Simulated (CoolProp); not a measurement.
Saturation properties of chloromethane (R40) (Tc = 418.6 K, pc = 6.929 MPa, ω = 0.150).

Values from CoolProp's reference Helmholtz-energy equation of state, Thol 2014.

```json
[
 {"T (K)": "259.8", "p (MPa)": "0.1575", "enthalpy of vaporisation (kJ/kg)": "417.1", "vapour Z": "0.9528"},
 {"T (K)": "266.9", "p (MPa)": "0.2067", "enthalpy of vaporisation (kJ/kg)": "409.6", "vapour Z": "0.9437"},
 {"T (K)": "274", "p (MPa)": "0.2671", "enthalpy of vaporisation (kJ/kg)": "401.9", "vapour Z": "0.9335"},
 {"T (K)": "281.1", "p (MPa)": "0.3402", "enthalpy of vaporisation (kJ/kg)": "394.0", "vapour Z": "0.9224"},
 {"T (K)": "288.2", "p (MPa)": "0.4276", "enthalpy of vaporisation (kJ/kg)": "385.8", "vapour Z": "0.9102"},
 {"T (K)": "295.3", "p (MPa)": "0.5310", "enthalpy of vaporisation (kJ/kg)": "377.3", "vapour Z": "0.8969"},
 {"T (K)": "302.3", "p (MPa)": "0.6502", "enthalpy of vaporisation (kJ/kg)": "368.7", "vapour Z": "0.8827"},
 {"T (K)": "309.4", "p (MPa)": "0.7905", "enthalpy of vaporisation (kJ/kg)": "359.6", "vapour Z": "0.8672"},
 {"T (K)": "316.5", "p (MPa)": "0.9521", "enthalpy of vaporisation (kJ/kg)": "350.1", "vapour Z": "0.8505"},
 {"T (K)": "323.6", "p (MPa)": "1.137", "enthalpy of vaporisation (kJ/kg)": "340.1", "vapour Z": "0.8327"},
 {"T (K)": "330.7", "p (MPa)": "1.347", "enthalpy of vaporisation (kJ/kg)": "329.6", "vapour Z": "0.8135"},
 {"T (K)": "337.8", "p (MPa)": "1.584", "enthalpy of vaporisation (kJ/kg)": "318.6", "vapour Z": "0.7931"},
 {"T (K)": "344.9", "p (MPa)": "1.850", "enthalpy of vaporisation (kJ/kg)": "306.9", "vapour Z": "0.7713"},
 {"T (K)": "352", "p (MPa)": "2.148", "enthalpy of vaporisation (kJ/kg)": "294.5", "vapour Z": "0.7479"},
 {"T (K)": "359.1", "p (MPa)": "2.479", "enthalpy of vaporisation (kJ/kg)": "281.1", "vapour Z": "0.7229"}
]
```

It boils at 249.2 K under 1 atm.
